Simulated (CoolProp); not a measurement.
Aqueous methanol as a coolant, 16 % by mass, freezing at -11.4 °C, 1 atm.

The numbers come from the Melinder's fits for secondary coolants in CoolProp.

```tsv
T (°C)	density (kg/m³)	Prandtl number	conductivity (W/(m K))	cp (kJ/(kg K))
-5.1	977.8	32.2	0.474	4.138
1.3	977.0	24.3	0.482	4.146
7.6	975.8	18.9	0.490	4.151
13.9	974.4	15.0	0.498	4.153
20.2	972.6	12.2	0.505	4.151
26.5	970.5	10.0	0.513	4.146
32.8	968.1	8.40	0.520	4.138
```
